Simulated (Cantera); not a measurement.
Gas mixture: C₂H₂ : CH₃OH : H₂ = 0.75 : 0.59 : 0.94 (molar parts), at 10.00 Torr, frozen composition.

Cantera's kinetic-theory transport with the Lennard-Jones parameters of GRI-Mech 3.0, ideal gas; thermal conductivity in the multicomponent form. Polar gases are described roughly by these parameters. The composition is frozen, though it would react at the higher temperatures.

D: mixture-averaged diffusion coefficient of that species in the mixture.

| T (K) | ρ (kg/m³) | cp (J/kg/K) | μ (µPa s) | λ (mW/m/K) | Pr | D (cm²/s) CO₂ | D (cm²/s) H₂O | D (cm²/s) CH₃ |
|---|---|---|---|---|---|---|---|---|
| 400 | 0.00709 | 2369 | 13.9 | 74.2 | 0.443 | 23.1 | 32.7 | 32.3 |
| 550 | 0.00516 | 2663 | 18.3 | 101 | 0.482 | 41.7 | 60.8 | 57.3 |
| 700 | 0.00405 | 2902 | 22.4 | 128 | 0.508 | 64.4 | 95.8 | 87.6 |
| 850 | 0.00334 | 3100 | ? | ? | 0.524 | ? | ? | ? |
| 1000 | 0.00284 | 3278 | 29.6 | 181 | 0.536 | 121 | 184 | 162 |
| 1150 | 0.00247 | 3430 | ? | ? | 0.544 | ? | ? | ? |
| 1300 | 0.00218 | 3561 | 35.9 | 233 | 0.548 | 189 | 293 | 253 |

Problem. Complete the blanks.

Solution. 
- 850, μ (µPa s): 26.1
- 850, λ (mW/m/K): 155
- 850, D (cm²/s) CO₂: 90.8
- 850, D (cm²/s) H₂O: 137
- 850, D (cm²/s) CH₃: 123
- 1150, μ (µPa s): 32.8
- 1150, λ (mW/m/K): 207
- 1150, D (cm²/s) CO₂: 153
- 1150, D (cm²/s) H₂O: 236
- 1150, D (cm²/s) CH₃: 205
